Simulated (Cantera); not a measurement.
A perfectly stirred reactor is fed with H2 : O2 : N2 = 1 : 0.658 : 7.89 (molar parts), equivalence ratio 0.76, at 101000 Pa; it is adiabatic with a 375 K inlet, and is followed from long to short residence time, starting on the burning branch (τ in s: 0.26, 0.099, 0.038, 0.015, 0.0057, 0.0022, 0.00084, 0.00033, 0.00013, 4.8e-05, 1.9e-05, 7.2e-06).

Computed with Cantera and the H2/O2 subset of GRI-Mech 3.0, which has no nitrogen chemistry.

Question: What does this change do: inlet temperature 375 to 823 K?

Answer: 
| quantity | before | after |
|---|---|---|
| blow-out, bracketed by the residence times tried | burning at 2.20 ms, out at 0.840 ms | burning at 48.0 µs, out at 19.0 µs |
| x(H2) at τ = 0.260 s | 0.000277 | 0.000210 |
| x(O2) at τ = 0.260 s | 0.0176 | 0.0174 |
| x(H2O2) at τ = 0.260 s | 5.51e-7 | 8.00e-8 |
| x(O) at τ = 0.260 s | 1.94e-5 | 6.07e-5 |
| x(H) at τ = 0.260 s | 1.25e-5 | 2.46e-5 |
| x(H2) at τ = 0.840 ms | 0.105 | 0.00620 |
| x(O2) at τ = 0.840 ms | 0.0689 | 0.0199 |
| x(H2O2) at τ = 0.840 ms | <1e-12 | 9.79e-7 |
| x(O) at τ = 0.840 ms | <1e-12 | 0.00196 |
| x(H) at τ = 0.840 ms | <1e-12 | 0.00450 |
